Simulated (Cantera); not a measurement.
Feed: 1 mol Al2O3, 75 mol H2, held at 2425 K and 4.20 mbar.

Cantera equilibrium calculation (NASA polynomials, part measured and part estimated; ideal gas, pure solids and liquids). Candidate condensed phases: Al, Al2O3, H2O; 19 gas species. The tables' values for AlOH are old estimates; treat these amounts as uncertain. The numbers say what is thermodynamically allowed, not how fast it happens.

Base state: H2 0.734, H 0.237, H2O 0.0159, Al 0.00800, Al2O 0.00209, OH 0.000969, AlOH 0.000881, AlO 0.000707 (mole fractions); condensed: Al2O3(l).

Question: What changes in the equilibrium state with this change: temperature from 2425 K to 973.15 K?

Answer: 
```csv
species,before,after
H2,0.734,1.00
H,0.237,1.68e-8
H2O,0.0159,<1e-9
Al,0.00800,<1e-9
Al2O,0.00209,<1e-9
OH,0.000969,<1e-9
AlOH,0.000881,<1e-9
AlO,0.000707,<1e-9
O,0.000208,<1e-9
"Al2O3(l), mol",0.400,0
"Al2O3(s), mol",0,1.00
```

Question: What changes in the equilibrium state with this change: pressure from 4.20 mbar to 2.90 mbar?

Answer: 
```
species          before     after
-------------  --------  --------
H2                0.734     0.691
H                 0.237     0.276
H2O              0.0159    0.0175
Al              0.00800   0.00915
O              0.000208  0.000353
OH             0.000969   0.00132
AlO            0.000707  0.000946
AlO2H           7.36e-5   9.30e-5
Al2O2           9.25e-6   1.14e-5
Al2O3(l), mol     0.400     0.308
```
